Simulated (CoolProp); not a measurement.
Computed with CoolProp (reference Helmholtz-energy equation of state, Wagner 2002).

### Question
For water, give the phase and the density (kg/m³), cv (kJ/(kg K)), speed of sound (m/s), expansivity (1/kK) at 451.15 °C and 3.45 MPa; 451.15 °C and 10.3 MPa; 451.15 °C and 31 MPa.

### Answer
- 451.15 °C and 3.45 MPa: gas; density 10.7, cv 1.71, speed of sound 643, expansivity 1.58
- 451.15 °C and 10.3 MPa: gas; density 34.6, cv 1.90, speed of sound 617, expansivity 2.14
- 451.15 °C and 31 MPa: supercritical; density 156, cv 2.69, speed of sound 523, expansivity 7.51
